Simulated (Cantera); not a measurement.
# Thermodynamics of carbon deposition, reforming and gasification, feed n-butane + H2 + NH3

A closed system holds: 1 mol n-butane, 77 mol H2, 0.19 mol NH3, equilibrated at 1977 °C and 22.0 Pa.

Cantera equilibrium calculation (NASA polynomials, part measured and part estimated; ideal gas, pure solids and liquids). Candidate condensed phases: C, C6H6, C7H8, C8H18; 92 gas species. Equilibrium is a limit: real reactors are often held back by kinetics, nucleation or transport.

x(H2): 0.607
x(H): 0.390
x(C2H2 (acetylene)): 0.00203
x(HCN): 0.000654
x(N2): 0.000565
x(HNC): 5.56e-5
x(C2H): 5.18e-5
x(C3): 2.95e-5
x(C): 1.66e-5
n(C(graphite)): 3.49 mol
gas amount: 102.3 mol
